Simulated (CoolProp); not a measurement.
The numbers come from the reference Helmholtz-energy equation of state, Lemmon 2009 in CoolProp.

Task: For propane, give the phase and the density (kg/m³), isothermal compressibility (1/MPa), conductivity (mW/(m K)), Prandtl number at 143.95 °C and 18200 kPa; 143.95 °C and 33400 kPa.

Result: 
- 143.95 °C and 18200 kPa: supercritical; density 378, isothermal compressibility 0.0163, conductivity 76.7, Prandtl number 2.15
- 143.95 °C and 33400 kPa: supercritical; density 438, isothermal compressibility 0.00616, conductivity 89.8, Prandtl number 2.32

Viscosity comes from a separate model (Vogel 1998). Thermal conductivity comes from a separate model (Marsh 2002).
